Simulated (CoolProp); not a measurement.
The fluid at 293.15 K and 2.35 MPa is throttled through a valve to 0.849 MPa with no heat exchange. The same conditions are run with several fluids, on thermodynamics alone (safety and materials aside).

Computed with CoolProp (reference Helmholtz-energy equation of state of each fluid (R507A: Lemmon 2003; dodecamethylcyclohexasiloxane (D6): Colonna 2008; cis-2-butene: Lemmon 2005; chlorine: Thol 2021; p-xylene: Zhou 2012)). Blends and air are pseudo-pure fits.

```csv
fluid,temperature change (K),final phase,final density (kg/m³)
R507A,-9.9,"two-phase, vapour fraction 0.092",345
dodecamethylcyclohexasiloxane (D6),+0.7,liquid,975
cis-2-butene,+0.5,liquid,622
chlorine,+0.4,liquid,1410
p-xylene,+0.7,liquid,861
```
